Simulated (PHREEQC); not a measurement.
0.016 g of hydrous ferric oxide (600 m²/g; 0.2 weak and 0.005 strong sites per Fe, Dzombak-Morel constants, diffuse double layer) in 1 kg of water with 0.001 mol/kgw of an inert sodium salt, at 25 °C; the pH is set by adding NaOH or the inert anion's acid. Oxygen is held at 0.21 atm. The system is closed to CO2. Precipitation was switched off in this run.

Equilibrium calculation in PHREEQC: ion-association model, wateq4f.dat.

### Question
Predict surface charge σ (C/m²), surface potential ψ (mV) at pH = 3.67, 7, 8.33.

### Answer
| pH | surface charge σ (C/m²) | surface potential ψ (mV) |
|---|---|---|
| 3.67 | 0.152 | 221 |
| 7 | 0.006 | 64 |
| 8.33 | -0.001 | -13 |

The oxide is taken as insoluble; below pH 4 it would dissolve.
